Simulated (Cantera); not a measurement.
# Thermodynamics of silicon carbide growth, feed (CH3)2SiCl2 + C3H8 + H2

Input: 1 mol (CH3)2SiCl2, 0.068 mol C3H8, 2.5 mol H2, at 0.970 bar.

Equilibrium computed with Cantera from the NASA thermochemical tables; the gas is ideal and each condensed phase is pure. Candidate condensed phases: C, C6H6, C7H8, C8H18, Si, SiC; 109 gas species. The feed counts by its element totals alone. The tables' values for SiCl, SiCl3 are old estimates; treat these amounts as uncertain. Gases not in the tables: Si2H6 and higher silanes. The numbers say what is thermodynamically allowed, not how fast it happens.

From 1223 K to 2573 K the condensed part is C(graphite) + SiC(s). The main Si-bearing gas is SiCl4 at 1223 K and SiCl2 at 2573 K. The share of Si in condensed phases is highest at 1673 K (94.5 %) and lowest at 2573 K (75.6 %).

```tsv
T (K)	x H2	x HCl	x SiCl4	x H	x SiCl2	x C2H2 (acetylene)	n C(graphite)	n SiC(s)
1223	0.782	0.176	0.0292	2.70e-7	0.000186	1.22e-7	1.38	0.777
1373	0.742	0.239	0.0120	2.91e-6	0.000937	1.28e-6	1.30	0.887
1523	0.720	0.269	0.00354	1.99e-5	0.00262	8.51e-6	1.26	0.939
1673	0.715	0.276	0.000942	9.78e-5	0.00513	4.07e-5	1.25	0.945
1823	0.715	0.273	0.000274	0.000372	0.00837	0.000151	1.27	0.932
1973	0.717	0.267	9.03e-5	0.00116	0.0122	0.000460	1.29	0.909
2123	0.719	0.259	3.34e-5	0.00309	0.0164	0.00119	1.30	0.883
2273	0.718	0.249	1.35e-5	0.00723	0.0206	0.00271	1.31	0.852
2423	0.712	0.237	5.91e-6	0.0152	0.0247	0.00551	1.31	0.815
2573	0.696	0.223	2.71e-6	0.0291	0.0281	0.0102	1.29	0.756
```
x: gas mole fraction; n: condensed amount in mol.
